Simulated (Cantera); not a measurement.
**Si + HCl + H2 (chlorosilane synthesis and conversion)**

Feed: 1 mol Si, 0.55 mol HCl, 0.4 mol H2, held at 1000000 Pa.

Equilibrium computed with Cantera from the NASA thermochemical tables; the gas is ideal and each condensed phase is pure. Candidate condensed phases: Si; 19 gas species. The tables' values for SiCl3 are old estimates; treat these amounts as uncertain. Equilibrium is a limit: real reactors are often held back by kinetics, nucleation or transport.

From 748 K to 1073 K the condensed part is Si(s). The main Si-bearing gas is SiHCl3 at 748 K and SiCl4 at 1073 K.

```csv
T (K),x H2,x SiHCl3,x SiCl4,x HCl,x SiH2Cl2,x SiCl3,n Si(s)
748,0.797,0.0992,0.0958,0.000338,0.00751,7.92e-6,0.840
773,0.797,0.0984,0.0962,0.000491,0.00772,1.37e-5,0.840
798,0.797,0.0975,0.0967,0.000696,0.00792,2.30e-5,0.840
823,0.797,0.0968,0.0971,0.000965,0.00811,3.73e-5,0.840
848,0.797,0.0960,0.0974,0.00131,0.00829,5.87e-5,0.840
873,0.797,0.0952,0.0977,0.00175,0.00846,9.01e-5,0.841
898,0.796,0.0945,0.0980,0.00230,0.00861,0.000135,0.841
923,0.796,0.0937,0.0982,0.00297,0.00875,0.000197,0.841
948,0.795,0.0929,0.0984,0.00379,0.00888,0.000283,0.841
973,0.795,0.0922,0.0985,0.00477,0.00901,0.000398,0.841
998,0.794,0.0914,0.0985,0.00594,0.00912,0.000550,0.842
1023,0.793,0.0905,0.0985,0.00730,0.00921,0.000747,0.842
1048,0.792,0.0897,0.0984,0.00889,0.00930,0.000999,0.842
1073,0.791,0.0888,0.0981,0.0107,0.00938,0.00132,0.843
```
x: gas mole fraction; n: condensed amount in mol.
